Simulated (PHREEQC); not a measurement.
Dissolve 0.0028 mol HCl, 0.13 mol ZnSO4 and 0.0014 mol MnSO4 per kg of water at 25 °C. Closed to the air; pH follows from the charge balance.

Model: ion-association model, phreeqc.dat, run in PHREEQC.

Each row changes one thing in this solution. No solid was allowed to form.

| case | pH | ionic strength (mol/kgw) | SO4-2 (mol/kgw) | Cl- (mol/kgw) | HSO4- (mol/kgw) |
|---|---|---|---|---|---|
| as made | 3.02 | 0.262 | 0.0468 | 0.00267 | 0.00158 |
| MnSO4 left out | 3.01 | 0.260 | 0.0463 | 0.00267 | 0.00157 |
| HCl from 0.0028 to 0.00028 mol/kgw | 4.02 | 0.260 | 0.0472 | 0.000267 | 0.000159 |
| HCl from 0.0028 to 0.0042 mol/kgw | 2.84 | 0.263 | 0.0466 | 0.00401 | 0.00235 |
| ZnSO4 left out | 2.62 | 0.00751 | 0.00109 | 0.00279 | 0.000194 |
